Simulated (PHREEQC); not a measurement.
Solution (25 °C): 0.00045 mol Ca(HCO3)2, 0.00019 mol Na2SO4 and 0.0089 mol MgSO4 per kg of water. Closed to the air; pH follows from the charge balance.

The numbers come from PHREEQC with the ion-association model, wateq4f.dat.

```
quantity                       before     after
---------------------------  --------  --------
pH                               7.95      8.08
SO4-2 (mol/kgw)               0.00622   0.00163
Mg+2 (mol/kgw)                0.00612   0.00149
MgSO4 (mol/kgw)               0.00274  0.000278
Ca+2 (mol/kgw)               0.000325  0.000384
SI of Gypsum (CaSO4:2H2O)       -1.63     -1.93
SI of Epsomite (MgSO4:7H2O)     -2.79     -3.79
```

Problem. What was changed between the two runs?
A. Ca(HCO3)2 from 0.00045 to 0.0009 mol/kgw
B. MgSO4 from 0.0089 to 0.00178 mol/kgw
C. Ca(HCO3)2 replaced by CaCl2 at the same molality

Solution. B, MgSO4 from 0.0089 to 0.00178 mol/kgw

This is a speciation only: nothing precipitates in the calculation.
